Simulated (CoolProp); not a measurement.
The fluid at 298.15 K and 0.0884 MPa is compressed adiabatically to 0.689 MPa with isentropic efficiency 0.75. The same conditions are run with several fluids, on thermodynamics alone (safety and materials aside).

The numbers come from the reference Helmholtz-energy equation of state of each fluid (c-C4F8 (RC318): Platzer 1990; dry air: Lemmon 2000; n-butane: Bücker 2006; R407C: Lemmon 2003) in CoolProp. The equations of Platzer and Polt are older, rougher fits. Blends and air are pseudo-pure fits.

```tsv
fluid	work (kJ/kg)	final temperature (K)	final density (kg/m³)
c-C4F8 (RC318)	33.4	?	55.6
dry air	318	?	3.93
n-butane	120	370.9	14.5
R407C	?	398.4	18.6
```

Problem. What belongs in the gaps?

Solution. 
- c-C4F8 (RC318), final temperature (K): 346.0
- dry air, final temperature (K): 609.0
- R407C, work (kJ/kg): 86.4
